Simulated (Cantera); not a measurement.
## Moist CO burnout

An isothermal, constant-pressure homogeneous reactor starts with CO : O₂ : H₂O : N₂ : CH₄ = 0.001 : 0.064 : 0.00037 : 1 : 0.017 (molar parts), equivalence ratio 0.54, at 925 K and 3.90 bar.

Detailed kinetics in Cantera: GRI-Mech 3.0 (53 species, 325 reactions). Below about 1000 K GRI-Mech 3.0 lacks low-temperature oxidation paths. The temperature is held fixed by assumption; the heat of reaction is taken as removed at once.

```csv
t (s),x CO,x O₂,x H₂O,x NO₂,x H₂
0.000300,0.000924,0.0591,0.000342,<1e-12,<1e-12
0.000744,0.000924,0.0591,0.000342,<1e-12,<1e-12
0.00185,0.000924,0.0591,0.000342,<1e-12,<1e-12
0.00458,0.000924,0.0591,0.000342,<1e-12,2.34e-12
0.0114,0.000924,0.0591,0.000342,<1e-12,1.65e-11
0.0282,0.000924,0.0591,0.000342,<1e-12,1.42e-10
0.0698,0.000924,0.0591,0.000342,<1e-12,1.30e-9
0.173,0.000924,0.0591,0.000342,<1e-12,7.92e-9
0.430,0.000924,0.0591,0.000344,<1e-12,3.65e-8
1.07,0.000924,0.0591,0.000352,<1e-12,2.32e-7
2.64,0.000945,0.0590,0.000498,<1e-12,7.51e-6
6.55,0.00530,0.0300,0.0315,6.25e-12,5.49e-5
16.3,0.00205,0.0283,0.0317,2.33e-11,4.09e-6
40.3,0.000592,0.0276,0.0318,4.32e-11,6.97e-7
100,0.000153,0.0273,0.0318,5.27e-11,1.61e-7
```
x: mole fraction; the columns are a selection and need not sum to one.

Equilibrium at this temperature and pressure: CO <1e-12, O₂ 0.0273, H₂O 0.0318, NO₂ 3.38e-7, H₂ <1e-12 (gas phase only).
